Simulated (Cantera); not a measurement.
An adiabatic, constant-pressure homogeneous reactor starts with CH4 : C2H6 : C3H8 : O2 : N2 : CO2 = 0.36 : 0.08 : 0.097 : 1.2 : 4.69 : 0.98 (molar parts), equivalence ratio 1.2, at 1250 K and 760 Torr.

Computed with Cantera and GRI-Mech 3.0 (53 species, 325 reactions).

Problem. Predict: time of steepest temperature rise; temperature at 0.600 s; equilibrium temperature; x(O2) at 0.600 s.

Solution. 
```
Item                                                                Result
---------------------------------  ---------------------------------------
time of steepest temperature rise                                  1.95 ms
temperature at 0.600 s                                              2464 K
equilibrium temperature                                             2464 K
x(O2) at 0.600 s                   0.00402 (gas-phase equilibrium 0.00402)
```
